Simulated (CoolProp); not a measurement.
The fluid at 298.15 K and 0.453 MPa is compressed adiabatically to 3.26 MPa with isentropic efficiency 0.9. The same conditions are run with several fluids, on thermodynamics alone (safety and materials aside).

Computed with CoolProp (reference Helmholtz-energy equation of state of each fluid (cyclopropane: Polt 1992; dry air: Lemmon 2000; hydrogen sulfide: Lemmon 2006; R507A: Lemmon 2003)). The equations of Platzer and Polt are older, rougher fits. Blends and air are pseudo-pure fits.

Problem. Rank cyclopropane, dry air, hydrogen sulfide, R507A by work (kJ/kg), highest first.

Solution. dry air (253), hydrogen sulfide (196), cyclopropane (129), R507A (51.8)

| fluid | final temperature (K) | final density (kg/m³) |
|---|---|---|
| cyclopropane | 405.8 | 52.2 |
| dry air | 546.4 | 20.5 |
| hydrogen sulfide | 497.9 | 28.1 |
| R507A | 379.8 | 137 |
